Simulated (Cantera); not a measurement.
What does this Cantera script print?

```python
import numpy as np
import cantera as ct

gas_names = [...]  # 118 gases of nasa_gas.yaml made of C, Cl, F, H
cond_names = """
    C(gr) C6H6(L) C7H8(L) C8H18(L),n-octa
""".split()


# ... load() reads the species with a 1 bar reference pressure and builds the phases ...
atoms = {
    'CF4': {'C': 1, 'F': 4},
    'HCl': {'H': 1, 'CL': 1},
    'H2': {'H': 2},
}
top_T = {'C(gr)': 4500}  # K; cautious upper limits of use, not melting points


# ... equilibrate(T, P, feed) seeds the gas with the atoms and calls Mixture.equilibrate('TP', solver="vcs", rtol=1e-11, max_steps=5000) ...
results = []
feed = {'CF4': 1, 'HCl': 0.061, 'H2': 0.047}  # mol
T = 1450  # K
for P in [1, 5.2, 27, 140, 720, 3700, 19000, 100000]:
    mix = equilibrate(T, P, feed)
    results.append((T, P, feed, dict(zip(mix.species_names, mix.species_moles))))

top = {s: max(r[3][s] / sum(r[3][g] for g in gas_names) for r in results) for s in gas_names}
cols = sorted((s for s in top if top[s] > 0.001), key=lambda s: -top[s])[:6]
seen = [c for c in cond_names if any(r[3].get(c, 0) > 1e-12 for r in results)]
print("log10 of partial pressures in bar; condensed amounts in mol")
print(f"{'P/Pa':>10s}" + "".join(f"{s[:9]:>10s}" for s in cols + seen))
for T, P, feed, n in results:
    ng = sum(n[g] for g in gas_names)
    print(f"{P:10.4g}" + "".join(f"{np.log10(max(n[s] / ng * P / 1e5, 1e-99)):10.3f}" for s in cols)
          + "".join(f"{n.get(c, 0):10.4g}" for c in seen))
```

It prints:

```
log10 of partial pressures in bar; condensed amounts in mol
      P/Pa       CF4        HF        CL       HCL     CCLF3       CL2     C(gr)
         1    -5.093    -5.883    -6.289    -9.448    -9.567    -9.809   0.03663
       5.2    -4.374    -5.166    -5.574    -8.195    -8.313    -8.378   0.03756
        27    -3.657    -4.450    -4.867    -6.952    -7.069    -6.965   0.03797
       140    -2.941    -3.737    -4.190    -5.741    -5.854    -5.610   0.03781
       720    -2.227    -3.030    -3.592    -4.614    -4.721    -4.414   0.03687
      3700    -1.513    -2.327    -3.107    -3.604    -3.700    -3.444   0.03517
   1.9e+04    -0.800    -1.627    -2.713    -2.689    -2.772    -2.658   0.03303
     1e+05    -0.078    -0.918    -2.374    -1.822    -1.891    -1.979   0.03067
```

Method: chemical equilibrium by Gibbs-energy minimisation in Cantera with the NASA 1993 tables (ideal gas, pure condensed phases). Gases not in the tables: C2F6 and larger saturated fluorocarbons.
